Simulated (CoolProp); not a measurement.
Vapour-liquid equilibrium of R22 (1) + acetone (2) at 0.253 MPa; x and y are mole fractions of (1).

The numbers come from the multi-fluid Helmholtz-energy mixture model, Kamei 1995 and Lemmon 2006; pair parameters Bell 2016 in CoolProp.

Question: Give the bubble temperature and the first vapour's composition at x = 0.05, 0.2, 0.35. Is there an azeotrope?

Answer: x = 0.05: 67.7 °C, y = 0.421; x = 0.2: 41.7 °C, y = 0.785; x = 0.35: 27.0 °C, y = 0.897. No azeotrope shows between x = 0.05 and 0.95.

Pair parameters are fitted to limited data, so mixtures are less certain than the pure fluids. With so large a gap from Raoult's law the liquid may split in two, which this calculation doesn't test in full.
